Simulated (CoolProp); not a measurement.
Vapour-liquid equilibrium of carbon dioxide (1) + ethane (2) at 226 K; x and y are mole fractions of (1).

The numbers come from the multi-fluid Helmholtz-energy mixture model, Span 1996 and Bücker 2006; pair parameters Kunz 2012 in CoolProp.

### Question
Give the bubble pressure and the first vapour's composition at x = 0.05, 0.8, 0.95. Is there an azeotrope?

### Answer
x = 0.05: 6.795 bar, y = 0.132; x = 0.8: 9.531 bar, y = 0.708; x = 0.95: 8.487 bar, y = 0.871. y crosses x between x = 0.575 and 0.65: the model has an azeotrope there.

Pair parameters are fitted to limited data, so mixtures are less certain than the pure fluids.
